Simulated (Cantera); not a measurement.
An isothermal, constant-pressure homogeneous reactor starts with H2 : O2 : N2 = 1.9 : 1 : 2.4 (molar parts), equivalence ratio 0.95, at 1323 K and 0.109 atm.

Detailed kinetics in Cantera: the H2/O2 subset of GRI-Mech 3.0, which has no nitrogen chemistry. The temperature is held fixed by assumption; the heat of reaction is taken as removed at once.

One state of this run: x H2 = 0.00211; x O2 = 0.0123; x HO2 = 1.70e-6; x H2O = 0.433; x H = 0.000286; x H2O2 = 3.69e-7; x O = 0.000116. x: mole fraction; the columns are a selection and need not sum to one.

**Question.** Which value of t (s) does it belong to?
A. 0.000577
B. 0.289
C. 0.0240
D. 0.000167

**Answer.** C, 0.0240
